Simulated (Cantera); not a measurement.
Fluorocarbon and chlorocarbon gases: c-C₄F₈ + Si + H₂

Feed: 1 mol c-C₄F₈, 0.027 mol Si, a varied amount of H₂, held at 2650 K and 0.00230 bar.

Cantera equilibrium calculation (NASA polynomials, part measured and part estimated; ideal gas, pure solids and liquids). Candidate condensed phases: C, C₆H₆, C₇H₈, C₈H₁₈, Si, SiC; 113 gas species. The feed counts by its element totals alone. The tables' values for SiF₃, SiF₂ are old estimates; treat these amounts as uncertain. Kinetics and transport are ignored.

```json
[
 {"n(H₂) (mol)": "0.2", "log p F": "-2.72", "log p HF": "-3.91", "log p CF₂": "-3.81", "log p CF": "-4.02", "log p SiF₄": "-5.13", "log p H": "-6.37", "log p C₃": "-5.35", "log p SiF₃": "-6.04", "n C(graphite)": "3.14"},
 {"n(H₂) (mol)": "0.49", "log p F": "-2.75", "log p HF": "-3.52", "log p CF₂": "-3.88", "log p CF": "-4.05", "log p SiF₄": "-5.14", "log p H": "-5.95", "log p C₃": "-5.35", "log p SiF₃": "-6.01", "n C(graphite)": "3.23"},
 {"n(H₂) (mol)": "0.78", "log p F": "-2.79", "log p HF": "-3.33", "log p CF₂": "-3.96", "log p CF": "-4.09", "log p SiF₄": "-5.15", "log p H": "-5.71", "log p C₃": "-5.35", "log p SiF₃": "-5.98", "n C(graphite)": "3.31"},
 {"n(H₂) (mol)": "1.1", "log p F": "-2.84", "log p HF": "-3.18", "log p CF₂": "-4.05", "log p CF": "-4.13", "log p SiF₄": "-5.16", "log p H": "-5.52", "log p C₃": "-5.35", "log p SiF₃": "-5.95", "n C(graphite)": "3.40"},
 {"n(H₂) (mol)": "1.4", "log p F": "-2.88", "log p HF": "-3.08", "log p CF₂": "-4.14", "log p CF": "-4.18", "log p SiF₄": "-5.17", "log p H": "-5.38", "log p C₃": "-5.35", "log p SiF₃": "-5.91", "n C(graphite)": "3.48"},
 {"n(H₂) (mol)": "1.6", "log p F": "-2.92", "log p HF": "-3.02", "log p CF₂": "-4.21", "log p CF": "-4.21", "log p SiF₄": "-5.18", "log p H": "-5.29", "log p C₃": "-5.35", "log p SiF₃": "-5.89", "n C(graphite)": "3.53"},
 {"n(H₂) (mol)": "1.9", "log p F": "-2.97", "log p HF": "-2.95", "log p CF₂": "-4.32", "log p CF": "-4.27", "log p SiF₄": "-5.19", "log p H": "-5.16", "log p C₃": "-5.35", "log p SiF₃": "-5.84", "n C(graphite)": "3.60"}
]
```
log p: log10 of the partial pressure in bar; n: condensed amount in mol.

From 0.2 mol H₂ to 1.9 mol H₂ the condensed part is C(graphite). The main Si-bearing gas is SiF₄ throughout.
